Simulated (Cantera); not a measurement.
A closed system holds: 1 mol Si3N4, 0.94 mol O2, 2 mol N2, held at 3.10 mbar.

Equilibrium computed with Cantera from the NASA thermochemical tables; the gas is ideal and each condensed phase is pure. Candidate condensed phases: Si, SiO2, Si2N2O, Si3N4; 16 gas species. Mutual solubility and eutectic melting of coexisting phases are not modelled. The tables hold silica as quartz up to 1696 K and as liquid above; real silica turns to tridymite and cristobalite and melts near 1996 K. Equilibrium is a limit: real reactors are often held back by kinetics, nucleation or transport.

### Question
Which condensed phases are stable at each of these points (T (K)): 1123, 1223, 1323, 1423, 1523, 1623, 1723, 1823, 1923, 2023, 2123?

### Answer
```csv
T (K),condensed phases,Si condensed (%)
1123,SiO2(β-quartz) + Si2N2O(s),100.0
1223,SiO2(β-quartz) + Si2N2O(s),100.0
1323,SiO2(β-quartz) + Si2N2O(s),100.0
1423,SiO2(β-quartz) + Si2N2O(s),100.0
1523,SiO2(β-quartz) + Si2N2O(s),99.2
1623,SiO2(β-quartz) + Si2N2O(s),89.1
1723,Si2N2O(s),74.7
1823,Si(l),37.0
1923,Si(l),36.2
2023,Si(l),33.4
2123,Si(l),25.2
```

From 1123 K to 1623 K the condensed part is SiO2(β-quartz) + Si2N2O(s). At 1723 K the condensed part is Si2N2O(s). From 1823 K to 2123 K the condensed part is Si(l).
